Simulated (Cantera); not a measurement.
A Cantera script and its output.

```python
import numpy as np
import cantera as ct

gas = ct.Solution("gri30.yaml", transport_model="mixture-averaged")
show = ['C2H2', 'NO', 'CH3']

rows = []
print(f"{'T/K':>7s}{'rho':>11s}{'cp':>10s}{'mu':>11s}{'lambda':>11s}{'Pr':>7s}" + "".join(f"{'D_' + s:>11s}" for s in show))
for T in [400, 650, 900, 1150, 1400, 1650, 1900, 2150, 2400]:
    gas.TPX = T, 11000, {'H2O': 0.77, 'CO': 0.42}
    Pr = gas.cp_mass * gas.viscosity / gas.thermal_conductivity
    D = [gas.mix_diff_coeffs_mole[gas.species_index(s)] for s in show]
    rows.append([gas.density, gas.cp_mass, gas.viscosity, gas.thermal_conductivity, Pr, *D])
    print(f"{T:7g}{gas.density:11.4e}{gas.cp_mass:10.1f}{gas.viscosity:11.4e}"
          f"{gas.thermal_conductivity:11.4e}{Pr:7.3f}" + "".join(f"{d:11.4e}" for d in D))
print("SI units: kg/m3, J/kg/K, Pa s, W/m/K, m2/s")
```

It prints:

```
    T/K        rho        cp         mu     lambda     Pr     D_C2H2       D_NO      D_CH3
    400 7.1252e-02    1510.5 1.6848e-05 3.5044e-02  0.726 2.7007e-04 3.4039e-04 3.6435e-04
    650 4.3847e-02    1612.6 2.6250e-05 5.9070e-02  0.717 6.6229e-04 8.1267e-04 8.7869e-04
    900 3.1668e-02    1735.2 3.4941e-05 8.5327e-02  0.711 1.1807e-03 1.4294e-03 1.5529e-03
   1150 2.4783e-02    1855.0 4.3004e-05 1.1242e-01  0.710 1.8073e-03 2.1717e-03 2.3653e-03
   1400 2.0358e-02    1960.0 5.0531e-05 1.3943e-01  0.710 2.5312e-03 3.0279e-03 3.3027e-03
   1650 1.7273e-02    2048.7 5.7597e-05 1.6585e-01  0.711 3.3448e-03 3.9897e-03 4.3559e-03
   1900 1.5000e-02    2122.5 6.4262e-05 1.9140e-01  0.713 4.2430e-03 5.0512e-03 5.5182e-03
   2150 1.3256e-02    2183.2 7.0573e-05 2.1595e-01  0.713 5.2216e-03 6.2077e-03 6.7845e-03
   2400 1.1875e-02    2232.4 7.6569e-05 2.3942e-01  0.714 6.2775e-03 7.4556e-03 8.1509e-03
SI units: kg/m3, J/kg/K, Pa s, W/m/K, m2/s
```

Computed with Cantera and GRI-Mech 3.0 (53 species, 325 reactions). Polar gases are described roughly by these parameters.
